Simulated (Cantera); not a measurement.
A closed system holds: 1 mol BCl₃, 13 mol H₂, held at 650 °C and 10000 Pa.

These are equilibrium values from Cantera (NASA tables, ideal gas, pure condensed phases), not measurements of a reactor. Candidate condensed phases: B; 13 gas species. Gases not in the tables: BHCl₂. Equilibrium is a limit: real reactors are often held back by kinetics, nucleation or transport.

Base state: H₂ 0.898, BCl₃ 0.0551, HCl 0.0474 (mole fractions); condensed: B(s).

**Question.** What changes in the equilibrium state with this change: pressure from 10000 Pa to 460 Pa?

**Answer.** 
```tsv
species	before	after
H₂	0.898	0.880
HCl	0.0474	0.0738
BCl₃	0.0551	0.0459
B(s), mol	0.223	0.349
```

**Question.** What changes in the equilibrium state with this change: pressure from 10000 Pa to 120 Pa?

**Answer.** 
```json
[
 {"species": "H₂", "before": "0.898", "after": "0.871"},
 {"species": "HCl", "before": "0.0474", "after": "0.0884"},
 {"species": "BCl₃", "before": "0.0551", "after": "0.0409"},
 {"species": "B(s), mol", "before": "0.223", "after": "0.419"}
]
```
